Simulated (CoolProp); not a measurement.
Properties of carbon dioxide along the isobar 2.38 bar (Tc = 31.0 °C, pc = 73.77 bar, ω = 0.224).

Model: reference Helmholtz-energy equation of state, Span 1996, in CoolProp.

```json
[
 {"T (°C)": "-8.85", "phase": "gas", "speed of sound (m/s)": "252.7", "fugacity coefficient": "0.9825"},
 {"T (°C)": "-1.15", "phase": "gas", "speed of sound (m/s)": "256.2", "fugacity coefficient": "0.9841"},
 {"T (°C)": "6.65", "phase": "gas", "speed of sound (m/s)": "259.7", "fugacity coefficient": "0.9855"},
 {"T (°C)": "14.45", "phase": "gas", "speed of sound (m/s)": "263.1", "fugacity coefficient": "0.9867"},
 {"T (°C)": "22.25", "phase": "gas", "speed of sound (m/s)": "266.4", "fugacity coefficient": "0.9878"},
 {"T (°C)": "29.95", "phase": "gas", "speed of sound (m/s)": "269.7", "fugacity coefficient": "0.9888"},
 {"T (°C)": "37.75", "phase": "gas", "speed of sound (m/s)": "272.9", "fugacity coefficient": "0.9897"},
 {"T (°C)": "45.55", "phase": "gas", "speed of sound (m/s)": "276.1", "fugacity coefficient": "0.9905"},
 {"T (°C)": "53.25", "phase": "gas", "speed of sound (m/s)": "279.2", "fugacity coefficient": "0.9913"},
 {"T (°C)": "61.05", "phase": "gas", "speed of sound (m/s)": "282.3", "fugacity coefficient": "0.9919"},
 {"T (°C)": "68.85", "phase": "gas", "speed of sound (m/s)": "285.3", "fugacity coefficient": "0.9925"},
 {"T (°C)": "76.65", "phase": "gas", "speed of sound (m/s)": "288.3", "fugacity coefficient": "0.9931"},
 {"T (°C)": "84.35", "phase": "gas", "speed of sound (m/s)": "291.3", "fugacity coefficient": "0.9936"},
 {"T (°C)": "92.15", "phase": "gas", "speed of sound (m/s)": "294.2", "fugacity coefficient": "0.9941"},
 {"T (°C)": "99.95", "phase": "gas", "speed of sound (m/s)": "297.1", "fugacity coefficient": "0.9945"},
 {"T (°C)": "107.65", "phase": "gas", "speed of sound (m/s)": "299.9", "fugacity coefficient": "0.9949"}
]
```
